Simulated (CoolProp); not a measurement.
Properties of acetone at several states.

Model: reference Helmholtz-energy equation of state, Lemmon 2006, in CoolProp. It is a short technical equation, of lower accuracy than the large ones.

| T (K) | p (MPa) | phase | Z | speed of sound (m/s) | isothermal compressibility (1/MPa) | expansivity (1/kK) |
|---|---|---|---|---|---|---|
| 275.2 | 0.119 | liquid | 0.003729 | 1271 | 0.001056 | 1.340 |
| 464.4 | 0.0524 | gas | 0.9939 | 267.6 | 19.20 | 2.202 |
| 363.4 | 0.0398 | gas | 0.9876 | 237.8 | 25.44 | 2.905 |
| 258.1 | 0.426 | liquid | 0.01391 | 1354 | 0.0009093 | 1.288 |
